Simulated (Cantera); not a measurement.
A freely propagating, adiabatic, planar premixed flame of H2 : O2 : N2 = 1 : 0.278 : 1.04 (molar parts), unburnt at 625 K and 100.0 Torr; mixture-averaged transport, grid criteria slope 0.08 and curve 0.16, no radiation.

Computed with Cantera and the H2/O2 subset of GRI-Mech 3.0, which has no nitrogen chemistry. Burning velocities carry a grid error of a few per cent, more on coarse grids.

What does this change do: inlet temperature 625 to 375 K?


```csv
quantity,before,after
laminar burning velocity,752 cm/s,337 cm/s
thermal thickness,6.26 mm,5.36 mm
peak x(H),0.139,0.117
peak x(OH),0.00830,0.00540
peak x(H2O2),3.56e-7,1.87e-5
```

What does this change do: N2 1.04 to 0.78 parts?


```tsv
quantity	before	after
laminar burning velocity	752 cm/s	874 cm/s
thermal thickness	6.26 mm	5.75 mm
peak x(H)	0.139	0.162
peak x(OH)	0.00830	0.0117
peak x(H2O2)	3.56e-7	4.24e-7
```
